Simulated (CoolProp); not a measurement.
50 sccm (0 °C, 1 atm) of nitrogen bubbles through liquid the fluoroketone C6F12O (FK-5-1-12) at 283.8 K and leaves saturated at a total pressure of 0.11 MPa (ideal gas phase). Each further row changes one setting.

Model: reference Helmholtz-energy equation of state, McLinden 2015, in CoolProp.

```tsv
case	vapour pressure (kPa)	mole fraction of vapour	delivery (mg/min)	delivery (sccm)	change of delivery for a bath 1 K warmer (%)
as stated	21.2	0.193	169	___	6.1
bath temperature 288.8 K	___	0.244	227	16.1	6.2
total pressure 0.22 MPa	21.2	___	___	5.34	5.4
```

Task: Fill in the missing entries.

Result: 
- as stated, delivery (sccm): 12.0
- bath temperature 288.8 K, vapour pressure (kPa): 26.8
- total pressure 0.22 MPa, mole fraction of vapour: 0.0966
- total pressure 0.22 MPa, delivery (mg/min): 75.3
